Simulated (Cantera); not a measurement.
A closed system holds: 1 mol CF4, 0.15 mol HCl, at 0.0548 Torr.

Equilibrium computed with Cantera from the NASA thermochemical tables; the gas is ideal and each condensed phase is pure. Candidate condensed phases: C, C6H6, C7H8, C8H18; 118 gas species. Rates play no part. All values below are at 3423 K.

Base state: F 0.756, C 0.185, Cl 0.0284, H 0.0279, C2 0.00148, CF 0.00147, HF 0.000519, C3 0.000105 (mole fractions); condensed: gas only.

What changes in the equilibrium state with this change: HCl from 0.15 to 2.1 mol?


| species | before | after |
|---|---|---|
| F | 0.756 | 0.433 |
| Cl | 0.0284 | 0.229 |
| H | 0.0279 | 0.227 |
| C | 0.185 | 0.108 |
| H2 | 2.33e-7 | 1.54e-5 |
| HCl | 3.56e-7 | 2.33e-5 |
| C3 | 0.000105 | 2.08e-5 |
| HF | 0.000519 | 0.00242 |
